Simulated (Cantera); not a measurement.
A closed system holds: 1 mol Si₃N₄, 6.3 mol NF₃, 0.62 mol H₂, at 575 °C and 13.3 mbar.

These are equilibrium values from Cantera (NASA tables, ideal gas, pure condensed phases), not measurements of a reactor. Candidate condensed phases: Si, Si₃N₄; 37 gas species. The numbers say what is thermodynamically allowed, not how fast it happens.

Base state: N₂ 0.408, SiF₄ 0.239, F₂ 0.187, HF 0.0988, F 0.0625, NF₃ 0.00461 (mole fractions); condensed: gas only.

Question: What changes in the equilibrium state with this change: H₂ from 0.62 to 1.3 mol?

Answer: 
```csv
species,before,after
N₂,0.408,0.388
SiF₄,0.239,0.227
HF,0.0988,0.197
F₂,0.187,0.132
F,0.0625,0.0526
NF₃,0.00461,0.00267
```

Question: What changes in the equilibrium state with this change: H₂ from 0.62 to 0.99 mol?

Answer: 
```tsv
species	before	after
N₂	0.408	0.397
SiF₄	0.239	0.232
F₂	0.187	0.157
HF	0.0988	0.153
F	0.0625	0.0572
NF₃	0.00461	0.00348
```
